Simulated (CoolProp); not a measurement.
Properties of sulfur dioxide at several states (Tc = 157.5 °C, pc = 78.87 bar, ω = 0.256).

The numbers come from the reference Helmholtz-energy equation of state, Gao 2016 in CoolProp.

| T (°C) | p (bar) | phase | density (kg/m³) | cv (kJ/(kg K)) | fugacity coefficient |
|---|---|---|---|---|---|
| 225.35 | 6.18 | gas | 9.710 | 0.6015 | 0.9839 |
| -46.95 | 39 | liquid | [?] | [?] | 0.003903 |
| -0.45 | 0.818 | gas | 2.357 | [?] | 0.9811 |

Task: Fill in the missing entries.

Result: 
- -46.95, density (kg/m³): 1561
- -46.95, cv (kJ/(kg K)): 0.8472
- -0.45, cv (kJ/(kg K)): 0.4949
